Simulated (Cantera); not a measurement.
A perfectly stirred reactor is fed with 9.62 % NH₃, 90.4 % H₂, at 11000 Pa; it is held at 2075 K, and followed from long to short residence time.

Detailed kinetics in Cantera: the gas-phase N/H chemistry of the illustrative SiF4/NH3 mechanism in the Surface Chemkin manual (1991). Walls and surfaces, which speed up NH3 decomposition in real reactors, are not modelled.

Task: Predict: x(NH₃) at τ = 0.340 s; x(H₂) at τ = 0.340 s; x(N) at τ = 0.340 s; x(N₂) at τ = 0.340 s; x(NH) at τ = 0.340 s; x(NH₃) at τ = 37.0 ms; x(H₂) at τ = 37.0 ms; x(N) at τ = 37.0 ms; x(N₂) at τ = 37.0 ms; x(NH) at τ = 37.0 ms.

Result: 
- x(NH₃) at τ = 0.340 s = 0.0302
- x(H₂) at τ = 0.340 s = 0.938
- x(N) at τ = 0.340 s = 1.77e-6
- x(N₂) at τ = 0.340 s = 0.0299
- x(NH) at τ = 0.340 s = 1.07e-5
- x(NH₃) at τ = 37.0 ms = 0.0795
- x(H₂) at τ = 37.0 ms = 0.912
- x(N) at τ = 37.0 ms = 1.52e-6
- x(N₂) at τ = 37.0 ms = 0.00742
- x(NH) at τ = 37.0 ms = 1.34e-5
